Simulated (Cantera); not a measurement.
A closed system holds: 1 mol Fe3O4, 0.37 mol HCl, 0.043 mol H2, held at 0.133 bar.

Method: chemical equilibrium by Gibbs-energy minimisation in Cantera with the NASA 1993 tables (ideal gas, pure condensed phases). Candidate condensed phases: Fe, FeCl2, FeCl3, FeO, Fe(OH)2, Fe(OH)3, Fe2O3, Fe3O4, H2O; 22 gas species. Mutual solubility and eutectic melting of coexisting phases are not modelled. The tables' stoichiometric FeO is somewhat more stable than real wüstite, so its field is too wide. FeO: taken at fixed stoichiometry. Equilibrium is a limit: real reactors are often held back by kinetics, nucleation or transport.

Task: Which condensed phases are stable at each of these points (T (K)): 1148, 1198, 1248, 1298, 1348, 1398, 1448, 1498, 1548, 1598, 1648, 1698?

Result: 
```csv
T (K),condensed phases,Fe condensed (%)
1148,FeO(s) + Fe3O4(s),98.1
1198,FeO(s) + Fe3O4(s),97.9
1248,FeO(s) + Fe3O4(s),97.7
1298,FeO(s) + Fe3O4(s),97.6
1348,FeO(s) + Fe3O4(s),97.4
1398,FeO(s) + Fe3O4(s),97.3
1448,FeO(s) + Fe3O4(s),97.2
1498,FeO(s) + Fe3O4(s),97.0
1548,FeO(s) + Fe3O4(s),96.9
1598,FeO(s) + Fe3O4(s),96.8
1648,FeO(s) + Fe3O4(s),96.7
1698,FeO(l) + Fe3O4(s),96.7
```

From 1148 K to 1648 K the condensed part is FeO(s) + Fe3O4(s). At 1698 K the condensed part is FeO(l) + Fe3O4(s).
